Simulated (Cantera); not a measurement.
An adiabatic, constant-pressure homogeneous reactor starts with CH4 : C2H6 : O2 : N2 = 1 : 0.15 : 1.94 : 7.3 (molar parts), equivalence ratio 1.3, at 1775 K and 330 Torr. Integrator tolerance rtol = 1e-08.

Detailed kinetics in Cantera: GRI-Mech 3.0 (53 species, 325 reactions).

Problem. What does this change do: pressure from 330 Torr to 7500 Torr?

Solution. 
```tsv
quantity	before	after
time of steepest temperature rise	74.4 µs	7.25 µs
temperature at 0.200 s	2786 K	3039 K
equilibrium temperature	2786 K	3039 K
x(CH4) at 0.200 s	<1e-12 (gas-phase equilibrium <1e-12)	2.01e-12 (gas-phase equilibrium 2.41e-12)
x(C2H6) at 0.200 s	<1e-12 (gas-phase equilibrium <1e-12)	<1e-12 (gas-phase equilibrium <1e-12)
x(O2) at 0.200 s	0.00811 (gas-phase equilibrium 0.00811)	0.00357 (gas-phase equilibrium 0.00357)
x(O) at 0.200 s	0.00702 (gas-phase equilibrium 0.00702)	0.00245 (gas-phase equilibrium 0.00245)
x(CH2CO) at 0.200 s	<1e-12 (gas-phase equilibrium <1e-12)	<1e-12 (gas-phase equilibrium <1e-12)
x(CO) at 0.200 s	0.0797 (gas-phase equilibrium 0.0797)	0.0771 (gas-phase equilibrium 0.0771)
x(H2O) at 0.200 s	0.140 (gas-phase equilibrium 0.140)	0.160 (gas-phase equilibrium 0.160)
```
Above 3000 K some thermodynamic fits are extrapolated.

Problem. What does this change do: pressure from 330 Torr to 760 Torr?

Solution. 
```tsv
quantity	before	after
time of steepest temperature rise	74.4 µs	38.1 µs
temperature at 0.200 s	2786 K	2857 K
equilibrium temperature	2786 K	2857 K
x(CH4) at 0.200 s	<1e-12 (gas-phase equilibrium <1e-12)	<1e-12 (gas-phase equilibrium <1e-12)
x(C2H6) at 0.200 s	<1e-12 (gas-phase equilibrium <1e-12)	<1e-12 (gas-phase equilibrium <1e-12)
x(O2) at 0.200 s	0.00811 (gas-phase equilibrium 0.00811)	0.00684 (gas-phase equilibrium 0.00684)
x(O) at 0.200 s	0.00702 (gas-phase equilibrium 0.00702)	0.00559 (gas-phase equilibrium 0.00559)
x(CH2CO) at 0.200 s	<1e-12 (gas-phase equilibrium <1e-12)	<1e-12 (gas-phase equilibrium <1e-12)
x(CO) at 0.200 s	0.0797 (gas-phase equilibrium 0.0797)	0.0792 (gas-phase equilibrium 0.0792)
x(H2O) at 0.200 s	0.140 (gas-phase equilibrium 0.140)	0.145 (gas-phase equilibrium 0.145)
```
